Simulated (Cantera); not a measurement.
A closed system holds: 1 mol Al(CH₃)₃, 2.7 mol N₂O, 630 mol N₂, held at 673.15 K and 1330 Pa.

Equilibrium computed with Cantera from the NASA thermochemical tables; the gas is ideal and each condensed phase is pure. Candidate condensed phases: Al, AlN, Al₂O₃, C, C₆H₆, C₇H₈, C₈H₁₈, H₂O; 148 gas species. The feed counts by its element totals alone. The numbers say what is thermodynamically allowed, not how fast it happens.

Base state: N₂ 0.991, H₂ 0.00691, CO 0.00123, CO₂ 0.000265, H₂O 0.000122 (mole fractions); condensed: Al₂O₃(s) + C(graphite).

Problem. What changes in the equilibrium state with this change: temperature from 673.15 K to 2223 K?

Solution. 
```csv
species,before,after
N₂,0.991,0.985
H₂,0.00691,0.00485
CO,0.00123,0.00420
H,<1e-9,0.00386
Al,<1e-9,0.00156
HCN,<1e-9,0.000419
CO₂,0.000265,<1e-9
H₂O,0.000122,<1e-9
HNC,<1e-9,3.42e-5
CN,<1e-9,1.24e-5
"Al₂O₃(s), mol",0.500,0
"C(graphite), mol",2.04,0
```
